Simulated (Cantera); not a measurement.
A Cantera script and what it prints.

```python
import numpy as np
import cantera as ct

gas_names = """
    AL ALCL ALCL2 ALCL3 ALH ALN AL2 AL2CL6 CL CL2 H HCL H2 N NH NH2 NH3 N2 N2H2 N2H4
""".split()
cond_names = """
    AL(cr) AL(L) ALCL3(s) ALCL3(L) ALN(s) NH4CL(a) NH4CL(b)
""".split()


# ... load() reads the species with a 1 bar reference pressure and builds the phases ...
atoms = {
    'AlCl3': {'AL': 1, 'CL': 3},
    'N2': {'N': 2},
    'H2': {'H': 2},
}
top_T = {'ALN(s)': 2750}  # K; cautious upper limits of use, not melting points


# ... equilibrate(T, P, feed) seeds the gas with the atoms and calls Mixture.equilibrate('TP', solver="vcs", rtol=1e-11, max_steps=5000) ...
results = []
T = 1750  # K
P = 11  # Pa
for m in [17, 30, 54, 95, 170, 300, 530, 940]:
    feed = {'AlCl3': 1, 'N2': 13, 'H2': m}  # mol
    mix = equilibrate(T, P, feed)
    results.append((T, P, feed, dict(zip(mix.species_names, mix.species_moles))))

top = {s: max(r[3][s] / sum(r[3][g] for g in gas_names) for r in results) for s in gas_names}
cols = sorted((s for s in top if top[s] > 0.0001), key=lambda s: -top[s])[:8]
seen = [c for c in cond_names if any(r[3].get(c, 0) > 1e-12 for r in results)]
print("log10 of partial pressures in bar; condensed amounts in mol")
print(f"{'n(H2)':>10s}" + "".join(f"{s[:9]:>10s}" for s in cols + seen))
for T, P, feed, n in results:
    ng = sum(n[g] for g in gas_names)
    print(f"{feed['H2']:10.4g}" + "".join(f"{np.log10(max(n[s] / ng * P / 1e5, 1e-99)):10.3f}" for s in cols)
          + "".join(f"{n.get(c, 0):10.4g}" for c in seen))
```

Result:

```
log10 of partial pressures in bar; condensed amounts in mol
     n(H2)        H2        N2       HCL      ALCL         H        CL     ALCL2        AL
        17    -4.269    -4.353    -5.179    -5.474    -5.768    -6.791    -7.400    -8.026
        30    -4.159    -4.502    -5.325    -5.621    -5.713    -6.991    -7.748    -7.973
        54    -4.083    -4.688    -5.509    -5.807    -5.675    -7.213    -8.156    -7.936
        95    -4.037    -4.891    -5.709    -6.011    -5.652    -7.437    -8.584    -7.917
       170    -4.008    -5.116    -5.933    -6.240    -5.637    -7.675    -9.051    -7.908
       300    -3.991    -5.348    -6.161    -6.478    -5.629    -7.911    -9.525    -7.909
       530    -3.981    -5.586    -6.393    -6.727    -5.624    -8.149   -10.012    -7.921
       940    -3.976    -5.829    -6.629    -6.989    -5.621    -8.387   -10.512    -7.945
```

Method: chemical equilibrium by Gibbs-energy minimisation in Cantera with the NASA 1993 tables (ideal gas, pure condensed phases). The tables' values for AlCl2 are old estimates; treat these amounts as uncertain.
